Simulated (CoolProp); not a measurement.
Properties of toluene along the isobar 101 kPa.

Model: reference Helmholtz-energy equation of state, Lemmon 2006, in CoolProp. It is a short technical equation, of lower accuracy than the large ones.

```json
[
 {"T (°C)": "-45.45", "phase": "liquid", "cv (kJ/(kg K))": "[?]", "Joule-Thomson coefficient (K/MPa)": "-0.5481", "expansivity (1/kK)": "1.005"},
 {"T (°C)": "-27.45", "phase": "liquid", "cv (kJ/(kg K))": "1.121", "Joule-Thomson coefficient (K/MPa)": "-0.5300", "expansivity (1/kK)": "1.016"},
 {"T (°C)": "-9.35", "phase": "liquid", "cv (kJ/(kg K))": "1.166", "Joule-Thomson coefficient (K/MPa)": "-0.5087", "expansivity (1/kK)": "1.033"},
 {"T (°C)": "8.65", "phase": "liquid", "cv (kJ/(kg K))": "[?]", "Joule-Thomson coefficient (K/MPa)": "-0.4851", "expansivity (1/kK)": "1.055"},
 {"T (°C)": "26.65", "phase": "liquid", "cv (kJ/(kg K))": "[?]", "Joule-Thomson coefficient (K/MPa)": "-0.4597", "expansivity (1/kK)": "1.084"},
 {"T (°C)": "44.65", "phase": "liquid", "cv (kJ/(kg K))": "1.322", "Joule-Thomson coefficient (K/MPa)": "-0.4326", "expansivity (1/kK)": "1.119"},
 {"T (°C)": "62.65", "phase": "liquid", "cv (kJ/(kg K))": "1.378", "Joule-Thomson coefficient (K/MPa)": "[?]", "expansivity (1/kK)": "[?]"},
 {"T (°C)": "80.65", "phase": "liquid", "cv (kJ/(kg K))": "1.435", "Joule-Thomson coefficient (K/MPa)": "-0.3730", "expansivity (1/kK)": "1.213"},
 {"T (°C)": "98.65", "phase": "liquid", "cv (kJ/(kg K))": "1.492", "Joule-Thomson coefficient (K/MPa)": "-0.3395", "expansivity (1/kK)": "[?]"},
 {"T (°C)": "116.65", "phase": "gas", "cv (kJ/(kg K))": "1.406", "Joule-Thomson coefficient (K/MPa)": "32.35", "expansivity (1/kK)": "[?]"},
 {"T (°C)": "134.75", "phase": "gas", "cv (kJ/(kg K))": "1.468", "Joule-Thomson coefficient (K/MPa)": "27.02", "expansivity (1/kK)": "2.747"}
]
```

**Question.** Some entries are withheld; supply them.

**Answer.** 
- -45.45, cv (kJ/(kg K)): 1.082
- 8.65, cv (kJ/(kg K)): 1.215
- 26.65, cv (kJ/(kg K)): 1.267
- 62.65, Joule-Thomson coefficient (K/MPa): -0.4038
- 62.65, expansivity (1/kK): 1.161
- 98.65, expansivity (1/kK): 1.275
- 116.65, expansivity (1/kK): 2.941
